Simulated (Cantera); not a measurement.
Feed: 1 mol Al, 0.45 mol H2O, equilibrated at 1 atm.

Equilibrium computed with Cantera from the NASA thermochemical tables; the gas is ideal and each condensed phase is pure. Candidate condensed phases: Al, Al2O3, H2O; 19 gas species. Mutual solubility and eutectic melting of coexisting phases are not modelled. Rates play no part.

x: gas mole fraction; n: condensed amount in mol.

```csv
T (°C),x H2,x H,x AlH,x Al,x Al2O,n Al(s),n Al2O3(s),n Al(l)
627,1.00,1.16e-10,4.24e-11,<1e-12,<1e-12,0.700,0.150,0
652,1.00,2.59e-10,1.06e-10,2.31e-12,<1e-12,0.700,0.150,0
677,1.00,5.53e-10,2.44e-10,6.86e-12,<1e-12,0,0.150,0.700
702,1.00,1.14e-9,5.35e-10,1.90e-11,<1e-12,0,0.150,0.700
727,1.00,2.25e-9,1.12e-9,5.00e-11,2.08e-12,0,0.150,0.700
752,1.00,4.33e-9,2.28e-9,1.25e-10,6.47e-12,0,0.150,0.700
777,1.00,8.06e-9,4.46e-9,3.01e-10,1.90e-11,0,0.150,0.700
802,1.00,[?],[?],[?],[?],0,0.150,0.700
827,1.00,[?],[?],[?],[?],0,0.150,0.700
852,1.00,4.41e-8,2.78e-8,3.27e-9,3.59e-10,0,0.150,0.700
877,1.00,7.41e-8,4.85e-8,6.75e-9,8.76e-10,0,0.150,0.700
902,1.00,1.22e-7,8.25e-8,1.35e-8,2.05e-9,0,0.150,0.700
927,1.00,1.96e-7,1.37e-7,2.62e-8,4.64e-9,0,0.150,0.700
```

Question: Complete the blanks.

Answer: 
- 802, x H: 1.46e-8
- 802, x AlH: 8.44e-9
- 802, x Al: 6.91e-10
- 802, x Al2O: 5.31e-11
- 827, x H: 2.57e-8
- 827, x AlH: 1.55e-8
- 827, x Al: 1.53e-9
- 827, x Al2O: 1.41e-10
